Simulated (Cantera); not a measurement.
What does this Cantera script print?

```python
import numpy as np
import cantera as ct

gas_names = """
    H HNO HNO2 HNO3 HO2 H2 H2O H2O2 N NH NH2 NH3 NH2OH NO NO2 NO3 N2 N2H2 N2H4 N2O O OH O2 O3 Si SiH
    SiH2 SiH3 SiH4 SiN SiO SiO2 Si2 Si2N Si3
""".split()
cond_names = """
    H2O(s) H2O(L) Si(cr) Si(L) SiO2(Lqz) SiO2(hqz) SiO2(L) Si2N2O(s) Si3N4(a)
""".split()


# ... load() reads the species with a 1 bar reference pressure and builds the phases ...
atoms = {
    'Si3N4': {'Si': 3, 'N': 4},
    'H2O': {'H': 2, 'O': 1},
    'N2': {'N': 2},
}
top_T = {'Si2N2O(s)': 2100, 'Si3N4(a)': 2400}  # K; cautious upper limits of use, not melting points


# ... equilibrate(T, P, feed) seeds the gas with the atoms and calls Mixture.equilibrate('TP', solver="vcs", rtol=1e-11, max_steps=5000) ...
results = []
feed = {'Si3N4': 1, 'H2O': 0.16, 'N2': 7}  # mol
P = 1600  # Pa
for T in [1000, 1100, 1200, 1300, 1400, 1500, 1600, 1700, 1800, 1900, 2000, 2100, 2200]:
    mix = equilibrate(T, P, feed)
    results.append((T, P, feed, dict(zip(mix.species_names, mix.species_moles))))

top = {s: max(r[3][s] / sum(r[3][g] for g in gas_names) for r in results) for s in gas_names}
cols = sorted((s for s in top if top[s] > 0.0001), key=lambda s: -top[s])[:5]
seen = [c for c in cond_names if any(r[3].get(c, 0) > 1e-12 for r in results)]
print("log10 of partial pressures in bar; condensed amounts in mol")
print(f"{'T/K':>10s}" + "".join(f"{s[:9]:>10s}" for s in cols + seen))
for T, P, feed, n in results:
    ng = sum(n[g] for g in gas_names)
    print(f"{T:10.4g}" + "".join(f"{np.log10(max(n[s] / ng * P / 1e5, 1e-99)):10.3f}" for s in cols)
          + "".join(f"{n.get(c, 0):10.4g}" for c in seen))
```

It prints:

```
log10 of partial pressures in bar; condensed amounts in mol
       T/K        N2        Si        H2       SiO         H     Si(L) Si2N2O(s)  Si3N4(a)
      1000    -1.806   -21.739    -3.450   -17.050   -10.369         0      0.16    0.8933
      1100    -1.806   -18.434    -3.450   -14.267    -9.312         0      0.16    0.8933
      1200    -1.806   -15.684    -3.450   -11.956    -8.430         0      0.16    0.8933
      1300    -1.806   -13.362    -3.450   -10.006    -7.681         0      0.16    0.8933
      1400    -1.806   -11.375    -3.450    -8.341    -7.038         0      0.16    0.8933
      1500    -1.806    -9.657    -3.450    -6.902    -6.479         0    0.1599    0.8934
      1600    -1.806    -8.157    -3.451    -5.648    -5.990         0     0.159    0.8937
      1700    -1.806    -6.835    -3.453    -4.544    -5.558         0    0.1471    0.8976
      1800    -1.813    -5.660    -3.464    -3.565    -5.178         0    0.0343    0.9348
      1900    -1.812    -4.899    -3.572    -3.562    -4.887     2.831         0         0
      2000    -1.813    -4.361    -3.585    -3.563    -4.581     2.811         0         0
      2100    -1.816    -3.875    -3.608    -3.566    -4.310     2.751         0         0
      2200    -1.823    -3.433    -3.650    -3.573    -4.074     2.594         0         0
```

Method: chemical equilibrium by Gibbs-energy minimisation in Cantera with the NASA 1993 tables (ideal gas, pure condensed phases). Mutual solubility and eutectic melting of coexisting phases are not modelled. The tables' values for SiN are old estimates; treat these amounts as uncertain.
